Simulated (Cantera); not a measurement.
An adiabatic, constant-pressure homogeneous reactor starts with CH₃OH : O₂ : N₂ = 1 : 0.682 : 5.39 (molar parts), equivalence ratio 2.2, at 1223 K and 1.00 bar. Integrator tolerance rtol = 1e-08.

Cantera simulation using GRI-Mech 3.0 (53 species, 325 reactions); the numbers are that mechanism's predictions, not measurements. GRI-Mech 3.0 was tuned for natural gas; its chemistry of methanol as a main component is partial and can be far from experiment.

Task: What does this change do: 0.46 parts H2O added?

Result: 
| quantity | before | after |
|---|---|---|
| time of steepest temperature rise | 6.55 ms | 5.64 ms |
| temperature at 0.100 s | 1993 K | 1949 K |
| equilibrium temperature | 1993 K | 1949 K |
| x(CH₃OH) at 0.100 s | <1e-12 (gas-phase equilibrium <1e-12) | <1e-12 (gas-phase equilibrium <1e-12) |
| x(O₂) at 0.100 s | 1.33e-7 (gas-phase equilibrium 1.33e-7) | 1.09e-7 (gas-phase equilibrium 1.09e-7) |
| x(CH₂) at 0.100 s | <1e-12 (gas-phase equilibrium <1e-12) | <1e-12 (gas-phase equilibrium <1e-12) |
| x(H₂O₂) at 0.100 s | 8.98e-11 (gas-phase equilibrium 8.98e-11) | 8.98e-11 (gas-phase equilibrium 8.98e-11) |
| x(H₂) at 0.100 s | 0.102 (gas-phase equilibrium 0.102) | 0.103 (gas-phase equilibrium 0.103) |
| x(NO) at 0.100 s | 3.15e-6 (gas-phase equilibrium 5.42e-6) | 2.36e-6 (gas-phase equilibrium 4.21e-6) |
